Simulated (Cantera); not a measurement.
# Equilibrium for silicon carbide growth: SiF₄ + H₂ + C₂H₄

Charge: 1 mol SiF₄, 540 mol H₂, 0.12 mol C₂H₄, held at 973 K and 0.610 bar.

Method: chemical equilibrium by Gibbs-energy minimisation in Cantera with the NASA 1993 tables (ideal gas, pure condensed phases). Candidate condensed phases: C, C₆H₆, C₇H₈, C₈H₁₈, Si, SiC; 113 gas species. Kinetics and transport are ignored.

| Property | Result |
|---|---|
| x(H₂) | 0.998 |
| x(SiF₄) | 0.00180 |
| x(CH₄) | 0.000444 |
| x(HF) | 5.04e-5 |
| x(SiHF₃) | 4.87e-5 |
| gas amount | 541.0 mol |
| log10 activity of C(graphite) (absent) | -2.25 |
| log10 activity of Si(s) (absent) | -4.78 |
